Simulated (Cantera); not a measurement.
A Cantera script and its output.

```python
import numpy as np
import cantera as ct

gas = ct.Solution("h2o2.yaml")
gas.TPX = 675, 1500000, {'H2': 1, 'O2': 0.333, 'N2': 1.17, 'H2O': 0.092}
inlet = ct.Reservoir(gas, clone=True)
gas.equilibrate("HP")  # start burning
reactor = ct.IdealGasConstPressureReactor(gas, energy="on", clone=False)
exhaust = ct.Reservoir(gas, clone=True)
tau = [0.067, 0.03, 0.013, 0.0058, 0.0026, 0.0011, 0.0005, 0.00022, 9.8e-05, 4.3e-05, 1.9e-05][0]
for a, b in ((inlet, reactor), (reactor, exhaust)):
    ct.MassFlowController(a, b, mdot=lambda t: reactor.mass / tau)
net = ct.ReactorNet([reactor])
show = ['H2', 'O2', 'H2O', 'OH', 'H', 'HO2', 'O']

rows = []
print(f"{'tau/s':>10s}{'T/K':>9s}" + "".join(f"{s:>11s}" for s in show))
for tau in [0.067, 0.03, 0.013, 0.0058, 0.0026, 0.0011, 0.0005, 0.00022, 9.8e-05, 4.3e-05, 1.9e-05]:
    net.initial_time = 0.0
    net.advance(30 * tau)
    before = gas.X
    net.advance(40 * tau)
    drift = np.max(np.abs(gas.X - before) / (gas.X + 1e-9))
    rows.append([gas.T, *gas[show].X, drift])
    print(f"{tau:10.3e}{gas.T:9.1f}" + "".join(f"{x:11.3e}" for x in gas[show].X))
```

Result:

```
     tau/s      T/K         H2         O2        H2O         OH          H        HO2          O
 6.700e-02   2519.3  1.467e-01  1.707e-05  3.330e-01  1.317e-03  2.743e-03  4.366e-08  1.614e-05
 3.000e-02   2519.1  1.467e-01  1.979e-05  3.330e-01  1.326e-03  2.762e-03  4.618e-08  1.637e-05
 1.300e-02   2518.7  1.467e-01  2.608e-05  3.330e-01  1.347e-03  2.807e-03  5.216e-08  1.692e-05
 5.800e-03   2517.7  1.467e-01  3.933e-05  3.329e-01  1.390e-03  2.902e-03  6.538e-08  1.812e-05
 2.600e-03   2515.6  1.466e-01  6.649e-05  3.327e-01  1.482e-03  3.102e-03  9.523e-08  2.076e-05
 1.100e-03   2511.1  1.466e-01  1.241e-04  3.322e-01  1.683e-03  3.542e-03  1.716e-07  2.718e-05
 5.000e-04   2503.5  1.465e-01  2.195e-04  3.315e-01  2.023e-03  4.298e-03  3.400e-07  4.009e-05
 2.200e-04   2490.0  1.463e-01  3.877e-04  3.301e-01  2.602e-03  5.625e-03  7.626e-07  6.849e-05
 9.800e-05   2469.2  1.461e-01  6.661e-04  3.281e-01  3.448e-03  7.657e-03  1.753e-06  1.256e-04
 4.300e-05   2437.6  1.458e-01  1.146e-03  3.249e-01  4.604e-03  1.067e-02  4.012e-06  2.388e-04
 1.900e-05   2392.5  1.457e-01  1.955e-03  3.204e-01  6.011e-03  1.483e-02  8.651e-06  4.459e-04
```

Model: the H2/O2 subset of GRI-Mech 3.0, which has no nitrogen chemistry, integrated in Cantera. The hydrogen kinetics of GRI-Mech 3.0 are dated; newer H2 mechanisms differ, most at raised pressure. The pressure lies above the range GRI-Mech 3.0 was tuned for (to about 10 atm).
